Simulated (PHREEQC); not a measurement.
Polishing slurry liquid

Solution (25 °C): 0.0032 mol/kgw HNO3 and 0.00062 mol/kgw K2SO4. Closed to the air; pH follows from the charge balance.

Model: ion-association model, phreeqc.dat, run in PHREEQC.

This is a speciation only: nothing precipitates in the calculation.

**Question.** Estimate the pH, specific conductance.

**Answer.** pH 2.54; specific conductance 1410 µS/cm.

**Question.** In which forms is S present?

**Answer.** SO4-2 81 %, HSO4- 18 %, KSO4- 0.5 % of the S.

Species that the database lacks are ignored.
